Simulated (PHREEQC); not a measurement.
## Brine: an equilibrium model

Consider water at 25 °C with 2.4 mol K2CO3, 3 mol KCl and 0.0007 mol H4SiO4 per kg of water. Closed to the air; pH follows from the charge balance.

Equilibrium calculation in PHREEQC: Pitzer model, pitzer.dat.

No solid was allowed to form.

Q: Predict the pH.

A: pH 12.44.

Q: In which forms is Si present?

A: H2SiO4-2 90 %, H3SiO4- 10 % of the Si.

Examples of supersaturated solids here: Sylvite. Others may be too. In brines, pH and single-ion activities rest on the MacInnes convention.
